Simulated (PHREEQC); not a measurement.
Dissolve 8.5 mmol/kgw ZnSO4, 110 mmol/kgw NaCl and 75 mmol/kgw MnSO4 at 20 °C. Closed to the air; pH follows from the charge balance.

Computed with PHREEQC (ion-association model, phreeqc.dat).

No solid was allowed to form.

**Question.** What pH, activity of water, ionic strength does the model give?

**Answer.** pH 5.92; activity of water 0.994; ionic strength 0.308 mol/kgw.

**Question.** In which forms is S present?

**Answer.** SO4-2 58 %, MnSO4 29 %, NaSO4- 7.4 %, ZnSO4 3.4 %, Zn(SO4)2-2 2.6 % of the S.
